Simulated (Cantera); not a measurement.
Input: 1 mol (CH₃)₂SiCl₂, 1.8 mol HCl, 65 mol H₂, at 2300 K and 0.110 bar.

Equilibrium computed with Cantera from the NASA thermochemical tables; the gas is ideal and each condensed phase is pure. Candidate condensed phases: C, C₆H₆, C₇H₈, C₈H₁₈, Si, SiC; 109 gas species. The feed counts by its element totals alone. The tables' values for SiCl are old estimates; treat these amounts as uncertain. Gases not in the tables: Si₂H₆ and higher silanes. The numbers say what is thermodynamically allowed, not how fast it happens.

Base state: H₂ 0.914, HCl 0.0501, H 0.0279, C₂H₂ (acetylene) 0.00395, Si 0.00122, Cl 0.00110, SiCl₂ 0.000692, SiCl 0.000179 (mole fractions); condensed: C(graphite) + SiC(s).

Problem. What changes in the equilibrium state with this change: temperature from 2300 K to 1125 K?

Solution. 
| species | before | after |
|---|---|---|
| H₂ | 0.914 | 0.944 |
| HCl | 0.0501 | 0.0532 |
| CH₄ | 1.97e-5 | 0.00283 |
| H | 0.0279 | 1.30e-7 |
| C₂H₂ (acetylene) | 0.00395 | 2.17e-8 |
| SiCl₄ | 1.38e-9 | 0.000112 |
| Si | 0.00122 | <1e-9 |
| SiCl | 0.000179 | <1e-9 |
| Cl | 0.00110 | 6.52e-9 |
| SiC₂ | 0.000168 | <1e-9 |
| SiH | 0.000142 | <1e-9 |
| C(graphite), mol | 0.586 | 0.812 |
| SiC(s), mol | 0.808 | 0.989 |
